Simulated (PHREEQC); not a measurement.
## Copper plating or etch bath

A solution holds 0.13 mol Cu(NO3)2 and 6.7e-05 mol H3BO3 per kg of water, at 25 °C. Closed to the air; pH follows from the charge balance.

Model: ion-association model, phreeqc.dat, run in PHREEQC.

pH: 4.17
ionic strength: 0.390 mol/kgw
activity of water: 0.993
specific conductance: 21400 µS/cm
density: 1.017 g/cm³

```json
[
 {"species": "NO3-", "molality": "0.260", "activity": "0.165", "log γ": "-0.197"},
 {"species": "Cu+2", "molality": "0.130", "activity": "0.0349", "log γ": "-0.571"},
 {"species": "H+", "molality": "8.79e-5", "activity": "6.79e-5", "log γ": "-0.112"},
 {"species": "H3BO3", "molality": "6.70e-5", "activity": "7.33e-5", "log γ": "0.039"},
 {"species": "Cu2(OH)2+2", "molality": "4.00e-5", "activity": "1.14e-5", "log γ": "-0.546"},
 {"species": "CuOH+", "molality": "7.63e-6", "activity": "5.10e-6", "log γ": "-0.175"},
 {"species": "Cu(OH)2", "molality": "1.43e-7", "activity": "1.56e-7", "log γ": "0.039"}
]
```

This is a speciation only: nothing precipitates in the calculation. Species that the database lacks are ignored.
